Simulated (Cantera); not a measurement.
Cantera run:

```python
import numpy as np
import cantera as ct

gas_names = """
    CL BF3 BCL3 F2
""".split()
cond_names = """

""".split()


# ... load() reads the species with a 1 bar reference pressure and builds the phases ...
species = {s.name: s for s in load("nasa_gas.yaml", gas_names) + load("nasa_condensed.yaml", cond_names)}
# Each term lists the table entries of one substance; the one whose range holds T is used.
reactions = {
    '6 Cl(g) + 2 BF3(g) = 2 BCl3(g) + 3 F2(g)':
        [(-6, ['CL']), (-2, ['BF3']), (2, ['BCL3']), (3, ['F2'])],
}


def pick(names, T):
    return next(species[n] for n in names if species[n].thermo.min_temp <= T <= species[n].thermo.max_temp)


results = []
for label, terms in reactions.items():
    print(label)
    print("     T/K   dH/kJ  dS/(J/K)   dG/kJ   log10 K")
    for T in [448, 498, 548, 598, 648]:
        used = [(nu, pick(names, T)) for nu, names in terms]
        dH = sum(nu * s.thermo.h(T) for nu, s in used) / 1e6
        dS = sum(nu * s.thermo.s(T) for nu, s in used) / 1e3
        dG = dH - T * dS / 1e3
        logK = -dG * 1e6 / (ct.gas_constant * T * np.log(10))
        results.append((label, T, dH, dS, dG, logK, [s.name for _, s in used]))
        print(f"{T:8g} {dH:8.1f} {dS:8.1f} {dG:8.1f} {logK:8.2f}")
```

It prints:

```
6 Cl(g) + 2 BF3(g) = 2 BCl3(g) + 3 F2(g)
     T/K   dH/kJ  dS/(J/K)   dG/kJ   log10 K
     448    735.5   -316.7    877.4  -102.30
     498    734.8   -318.3    893.3   -93.69
     548    734.0   -319.7    909.2   -86.67
     598    733.3   -321.0    925.3   -80.82
     648    732.5   -322.3    941.3   -75.88
```

Source: NASA polynomial tables (part measured, part estimated), evaluated in Cantera. Condensed species are held in their standard states even where they would react or evaporate.
